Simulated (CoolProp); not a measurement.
Vapour-liquid equilibrium of diethyl ether (1) + benzene (2) at 42.15 °C; x and y are mole fractions of (1).

Model: multi-fluid Helmholtz-energy mixture model, Thol 2014 and Thol 2012; pair parameters Bell 2016, in CoolProp.

```
x      bubble pressure, mixture model (kPa)  bubble pressure, Raoult's law (kPa)  y, mixture model  y, Raoult's law
-----  ------------------------------------  -----------------------------------  ----------------  ---------------
0.05                                  31.81                                31.90             0.203            0.207
0.125                                 39.55                                39.81             0.406            0.415
0.2                                   47.26                                47.73             0.543            0.554
0.275                                 54.97                                55.64             0.642            0.653
0.35                                  62.71                                63.56             0.717            0.728
0.425                                 70.48                                71.47             0.776            0.786
0.5                                   78.31                                79.39             0.824            0.832
0.575                                 86.20                                87.30             0.863            0.870
0.65                                  94.16                                95.22             0.896            0.902
0.725                                 102.2                                103.1             0.925            0.929
0.8                                   110.3                                111.0             0.949            0.952
0.875                                 118.4                                119.0             0.970            0.972
0.95                                  126.6                                126.9             0.989            0.990
```

The largest gap from Raoult's law is -1.4 % in bubble pressure, at x = 0.425. No azeotrope shows between x = 0.05 and 0.95.

The pair parameters rest on a limited set of measurements; away from them the model extrapolates.
